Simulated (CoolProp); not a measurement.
Vapour pressure (kPa) of tetrahydrofuran: the reference equation beside estimates from Tc = 267.0 °C, pc = 5304 kPa, ω = 0.234.

The numbers come from the reference Helmholtz-energy equation of state, Fiedler 2023 in CoolProp.

```json
[
 {"T (°C)": "117.95", "reference": "424.0", "Lee-Kesler": "426.2", "van der Waals": "1260", "Redlich-Kwong": "612.5", "Soave-Redlich-Kwong": "426.0", "Peng-Robinson": "423.2"},
 {"T (°C)": "129.65", "reference": "552.6", "Lee-Kesler": "557.4", "van der Waals": "1457", "Redlich-Kwong": "773.5", "Soave-Redlich-Kwong": "557.7", "Peng-Robinson": "552.7"},
 {"T (°C)": "141.25", "reference": "707.0", "Lee-Kesler": "715.2", "van der Waals": "1670", "Redlich-Kwong": "960.4", "Soave-Redlich-Kwong": "716.6", "Peng-Robinson": "708.9"},
 {"T (°C)": "152.95", "reference": "893.2", "Lee-Kesler": "905.6", "van der Waals": "1904", "Redlich-Kwong": "1179", "Soave-Redlich-Kwong": "909.1", "Peng-Robinson": "898.2"},
 {"T (°C)": "164.55", "reference": "1112", "Lee-Kesler": "1129", "van der Waals": "2156", "Redlich-Kwong": "1427", "Soave-Redlich-Kwong": "1136", "Peng-Robinson": "1121"},
 {"T (°C)": "176.25", "reference": "1370", "Lee-Kesler": "1392", "van der Waals": "2431", "Redlich-Kwong": "1712", "Soave-Redlich-Kwong": "1404", "Peng-Robinson": "1386"},
 {"T (°C)": "187.85", "reference": "1668", "Lee-Kesler": "1696", "van der Waals": "2724", "Redlich-Kwong": "2030", "Soave-Redlich-Kwong": "1713", "Peng-Robinson": "1691"},
 {"T (°C)": "199.45", "reference": "2012", "Lee-Kesler": "2045", "van der Waals": "3037", "Redlich-Kwong": "2386", "Soave-Redlich-Kwong": "2070", "Peng-Robinson": "2045"},
 {"T (°C)": "211.15", "reference": "2410", "Lee-Kesler": "2449", "van der Waals": "3376", "Redlich-Kwong": "2785", "Soave-Redlich-Kwong": "2481", "Peng-Robinson": "2454"},
 {"T (°C)": "222.75", "reference": "2862", "Lee-Kesler": "2907", "van der Waals": "3733", "Redlich-Kwong": "3222", "Soave-Redlich-Kwong": "2945", "Peng-Robinson": "2917"},
 {"T (°C)": "234.45", "reference": "3384", "Lee-Kesler": "3432", "van der Waals": "4116", "Redlich-Kwong": "3707", "Soave-Redlich-Kwong": "3473", "Peng-Robinson": "3447"}
]
```

Absolute difference from the reference over all 11 rows, mean and median: Lee-Kesler 1.4 and 1.5 %, van der Waals 89.8 and 77.4 %, Redlich-Kwong 25.8 and 25.0 %, Soave-Redlich-Kwong 2.1 and 2.5 %, Peng-Robinson 1.1 and 1.2 %.
